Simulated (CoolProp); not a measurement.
The numbers come from the reference Helmholtz-energy equation of state, Guder 2009 in CoolProp.

Give the vapour pressure (kPa), liquid cp (kJ/(kg K)), vapour viscosity (µPa s) of saturated sulfur hexafluoride at 254.6, 269.1, 276.4 K.


```
T (K)  p (kPa)  liquid cp (kJ/(kg K))  vapour viscosity (µPa s)
-----  -------  ---------------------  ------------------------
254.6      722                  0.945                      13.7
269.1     1120                   1.01                      14.6
276.4     1370                   1.06                      15.2
```

Viscosity comes from a separate model (Quiñones-Cisneros 2012).
